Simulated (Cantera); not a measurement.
Input: 1 mol SiCl4, 0.15 mol HCl, a varied amount of H2, at 2175 K and 0.420 bar.

Equilibrium computed with Cantera from the NASA thermochemical tables; the gas is ideal and each condensed phase is pure. Candidate condensed phases: Si; 19 gas species. The tables' values for SiCl3, SiCl are old estimates; treat these amounts as uncertain. Gases not in the tables: Si2H6 and higher silanes. Equilibrium is a limit: real reactors are often held back by kinetics, nucleation or transport.

log p: log10 of the partial pressure in bar; n: condensed amount in mol.

```json
[
 {"n(H2) (mol)": "4.5", "log p H2": "-0.66", "log p HCl": "-0.88", "log p SiCl2": "-1.22", "log p H": "-2.64", "log p SiCl3": "-2.65", "log p Cl": "-3.00", "n Si(l)": "0"},
 {"n(H2) (mol)": "7.3", "log p H2": "…", "log p HCl": "…", "log p SiCl2": "…", "log p H": "-2.59", "log p SiCl3": "-3.00", "log p Cl": "…", "n Si(l)": "0"},
 {"n(H2) (mol)": "12", "log p H2": "-0.49", "log p HCl": "-1.18", "log p SiCl2": "-1.57", "log p H": "-2.56", "log p SiCl3": "-3.38", "log p Cl": "-3.38", "n Si(l)": "0.0387"},
 {"n(H2) (mol)": "19", "log p H2": "-0.46", "log p HCl": "-1.29", "log p SiCl2": "-1.83", "log p H": "-2.54", "log p SiCl3": "-3.78", "log p Cl": "-3.51", "n Si(l)": "0.200"},
 {"n(H2) (mol)": "32", "log p H2": "-0.43", "log p HCl": "-1.44", "log p SiCl2": "-2.16", "log p H": "-2.53", "log p SiCl3": "-4.27", "log p Cl": "-3.67", "n Si(l)": "0.367"},
 {"n(H2) (mol)": "52", "log p H2": "-0.41", "log p HCl": "-1.60", "log p SiCl2": "-2.49", "log p H": "-2.52", "log p SiCl3": "-4.77", "log p Cl": "-3.84", "n Si(l)": "0.494"},
 {"n(H2) (mol)": "84", "log p H2": "-0.40", "log p HCl": "-1.77", "log p SiCl2": "-2.84", "log p H": "-2.51", "log p SiCl3": "-5.29", "log p Cl": "-4.02", "n Si(l)": "0.578"},
 {"n(H2) (mol)": "140", "log p H2": "-0.39", "log p HCl": "-1.96", "log p SiCl2": "-3.24", "log p H": "-2.51", "log p SiCl3": "-5.88", "log p Cl": "-4.21", "n Si(l)": "0.611"},
 {"n(H2) (mol)": "220", "log p H2": "-0.39", "log p HCl": "…", "log p SiCl2": "…", "log p H": "-2.51", "log p SiCl3": "-6.43", "log p Cl": "…", "n Si(l)": "0.579"},
 {"n(H2) (mol)": "360", "log p H2": "-0.39", "log p HCl": "-2.34", "log p SiCl2": "-4.00", "log p H": "-2.50", "log p SiCl3": "-7.04", "log p Cl": "-4.60", "n Si(l)": "0.461"}
]
```

**Question.** Some entries are withheld; supply them.

**Answer.** 
- 7.3, log p H2: -0.56
- 7.3, log p HCl: -1.02
- 7.3, log p SiCl2: -1.37
- 7.3, log p Cl: -3.19
- 220, log p HCl: -2.14
- 220, log p SiCl2: -3.60
- 220, log p Cl: -4.40
